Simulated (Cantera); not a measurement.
## Premixed flame

A freely propagating, adiabatic, planar premixed flame of CH₄ : O₂ : N₂ : H₂ = 1 : 2.74 : 10.3 : 0.54 (molar parts), equivalence ratio 0.83, unburnt at 675 K and 1.97 atm; mixture-averaged transport, grid criteria slope 0.08 and curve 0.16, no radiation.

Model: GRI-Mech 3.0 (53 species, 325 reactions), integrated in Cantera. Burning velocities carry a grid error of a few per cent, more on coarse grids.

| z (mm) | T (K) | u (m/s) | x CH₄ | x O₂ | x HCN | x O | x N₂O | x H₂O₂ |
|---|---|---|---|---|---|---|---|---|
| -0.509 | 675 | 1.55 | 0.0686 | 0.188 | <1e-8 | <1e-8 | <1e-8 | 1.87e-8 |
| -0.339 | 677 | 1.55 | 0.0686 | 0.188 | <1e-8 | <1e-8 | <1e-8 | 2.88e-7 |
| -0.254 | 683 | 1.57 | 0.0683 | 0.188 | <1e-8 | <1e-8 | <1e-8 | 1.22e-6 |
| -0.170 | 721 | 1.65 | 0.0664 | 0.186 | 1.09e-8 | 1.90e-7 | <1e-8 | 6.92e-6 |
| -0.0848 | 1000 | 2.30 | 0.0512 | 0.165 | 1.62e-7 | 1.87e-5 | 1.46e-8 | 2.73e-5 |
| -0.0424 | 1357 | 3.13 | 0.0302 | 0.131 | 5.07e-7 | 0.000181 | 4.92e-8 | 1.78e-5 |
| 0 | 1725 | 4.01 | 0.00813 | 0.0880 | 1.18e-6 | 0.00124 | 1.26e-7 | 1.97e-6 |
| 0.0424 | 1896 | 4.41 | 0.000725 | 0.0605 | 1.09e-6 | 0.00380 | 2.33e-7 | 7.91e-7 |
| 0.0848 | 1959 | 4.54 | 3.42e-5 | 0.0503 | 4.46e-7 | 0.00516 | 3.14e-7 | 6.33e-7 |
| 0.170 | 2035 | 4.69 | 9.88e-8 | 0.0442 | 5.14e-8 | 0.00497 | 3.73e-7 | 5.03e-7 |
| 0.339 | 2125 | 4.86 | <1e-8 | 0.0404 | <1e-8 | 0.00371 | 4.14e-7 | 3.70e-7 |
| 0.678 | 2209 | 5.03 | <1e-8 | 0.0376 | <1e-8 | 0.00229 | 4.67e-7 | 2.70e-7 |
| 1.36 | 2270 | 5.15 | <1e-8 | 0.0357 | <1e-8 | 0.00130 | 4.87e-7 | 2.18e-7 |
x: mole fraction of selected species; z is measured from the peak of heat release.

```json
{
  "laminar_burning_velocity": "155 cm/s",
  "thermal_thickness": "0.170 mm",
  "peak x(HCN)": "1.32e-6",
  "peak x(O)": "0.00528",
  "peak x(H₂O₂)": "2.81e-5",
  "grid_points": "139"
}
```
